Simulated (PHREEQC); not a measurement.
Nickel, zinc or cadmium bath

Dissolve 4.5 mmol/kgw NiSO4, 3.1 mmol/kgw NaCl and 49 mmol/kgw H2SO4 at 3.1 °C. Closed to the air; pH follows from the charge balance.

The numbers come from PHREEQC with the ion-association model, wateq4f.dat.

```
Item                       Value
----------------  --------------
pH                          1.26
ionic strength    0.0969 mol/kgw
total alkalinity    -98.0 meq/kg
```

```
species     molality  activity   log γ
----------  --------  --------  ------
H+            0.0653    0.0543  -0.080
HSO4-         0.0327    0.0257  -0.105
SO4-2         0.0193   0.00748  -0.411
Cl-          0.00309   0.00239  -0.112
Ni+2         0.00309   0.00120  -0.411
Na+          0.00300   0.00237  -0.102
NiSO4        0.00140   0.00143   0.010
NaSO4-       9.63e-5   7.67e-5  -0.099
NiCl+        9.13e-6   7.21e-6  -0.103
Ni(SO4)2-2   1.81e-6   7.04e-7  -0.411
```

No solid was allowed to form. Species that the database lacks are ignored. Constants without temperature data keep their 25 °C values here.
